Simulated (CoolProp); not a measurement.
Saturated liquid density (kg/m³) of water: the reference equation beside estimates from Tc = 647.1 K, pc = 22.06 MPa, ω = 0.344. Rackett uses Z = 0.29056 − 0.08775 ω.

Computed with CoolProp (reference Helmholtz-energy equation of state, Wagner 2002).

```csv
T (K),reference,Rackett,Redlich-Kwong
352.7,?,831.1,698.3
377.6,955.1,809.1,?
402.6,?,786.2,658.3
427.5,912.9,762.3,636.0
452.4,887.8,737.3,?
477.3,859.8,710.8,585.8
502.3,?,682.3,557.1
527.2,792.8,651.6,525.6
552.1,?,617.7,490.4
577.1,703.9,578.8,449.9
602,644.0,532.1,401.9
```

Q: Some entries are withheld; supply them.

A: 
- 352.7, reference: 972.0
- 377.6, Redlich-Kwong: 679.0
- 402.6, reference: 935.3
- 452.4, Redlich-Kwong: 611.9
- 502.3, reference: 828.3
- 552.1, reference: 752.1

Absolute difference from the reference over all 11 rows, mean and median: Rackett 16.8 and 17.3 %, Redlich-Kwong 32.3 and 31.9 %.
